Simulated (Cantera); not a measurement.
A freely propagating, adiabatic, planar premixed flame of H2 : O2 : N2 = 1 : 0.263 : 0.989 (molar parts), unburnt at 300 K and 0.133 bar; mixture-averaged transport, grid criteria slope 0.08 and curve 0.16, no radiation.

Detailed kinetics in Cantera: the H2/O2 subset of GRI-Mech 3.0, which has no nitrogen chemistry. Burning velocities carry a grid error of a few per cent, more on coarse grids.

**Question.** What does this change do: inlet temperature 300 to 723 K?

**Answer.** 
| quantity | before | after |
|---|---|---|
| laminar burning velocity | 244 cm/s | 1010 cm/s |
| thermal thickness | 4.91 mm | 6.93 mm |
| peak x(OH) | 0.00379 | 0.00818 |
| peak x(O) | 0.00413 | 0.00665 |
| peak x(H) | 0.108 | 0.148 |

**Question.** What does this change do: inlet temperature 300 to 500 K?

**Answer.** 
```
quantity                    before     after
------------------------  --------  --------
laminar burning velocity  244 cm/s  512 cm/s
thermal thickness          4.91 mm   5.79 mm
peak x(OH)                 0.00379   0.00553
peak x(O)                  0.00413   0.00528
peak x(H)                    0.108     0.127
```
